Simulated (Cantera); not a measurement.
Feed: 1 mol CuO, 1.4 mol CH4, 2 mol H2, at 1502 °C and 100000 Pa.

Method: chemical equilibrium by Gibbs-energy minimisation in Cantera with the NASA 1993 tables (ideal gas, pure condensed phases). Candidate condensed phases: C, C6H6, C7H8, C8H18, Cu, CuO, Cu(OH)2, Cu2O, H2O; 113 gas species. The numbers say what is thermodynamically allowed, not how fast it happens.

Base state: H2 0.826, CO 0.172, CH4 0.000571, Cu 0.000404, H 0.000263, C2H2 (acetylene) 0.000118, H2O 4.60e-5 (mole fractions); condensed: C(graphite) + Cu(l).

Q: What changes in the equilibrium state with this change: temperature from 1502 °C to 1700 °C?

A: 
| species | before | after |
|---|---|---|
| H2 | 0.826 | 0.823 |
| CO | 0.172 | 0.172 |
| Cu | 0.000404 | 0.00334 |
| H | 0.000263 | 0.00123 |
| Cu2 | 6.94e-7 | 1.26e-5 |
| C2H2 (acetylene) | 0.000118 | 0.000528 |
| C(graphite), mol | 0.396 | 0.392 |
| Cu(l), mol | 0.998 | 0.980 |
